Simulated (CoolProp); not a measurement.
Isopentane along the isobar 19.7 MPa: Z from the reference equation and from simpler models built on Tc = 187.2 °C, pc = 3.378 MPa, ω = 0.227; each cubic takes its own stable root.

Model: reference Helmholtz-energy equation of state, Lemmon 2006, in CoolProp. It is a short technical equation, of lower accuracy than the large ones.

```tsv
T (°C)	phase	reference
-14.75	liquid	0.9855
3.65	liquid	0.9412
22.05	liquid	0.9034
40.55	liquid	0.8712
58.95	liquid	0.8440
77.35	liquid	0.8212
95.75	liquid	0.8022
114.25	liquid	0.7866
132.65	liquid	0.7745
151.05	liquid	0.7655
169.45	liquid	0.7596
187.85	supercritical	0.7566
```

### Question
How far does each simpler model (Redlich-Kwong, Soave-Redlich-Kwong, Peng-Robinson) lie from the reference over these 12 states: mean and median of the absolute difference, and the worst?

### Answer
- Redlich-Kwong: mean 7.0 %, median 7.0 %, worst +8.2 % at -14.75 °C and 19.7 MPa
- Soave-Redlich-Kwong: mean 5.6 %, median 5.5 %, worst +6.6 % at -14.75 °C and 19.7 MPa
- Peng-Robinson: mean 5.7 %, median 5.8 %, worst -6.2 % at 95.75 °C and 19.7 MPa
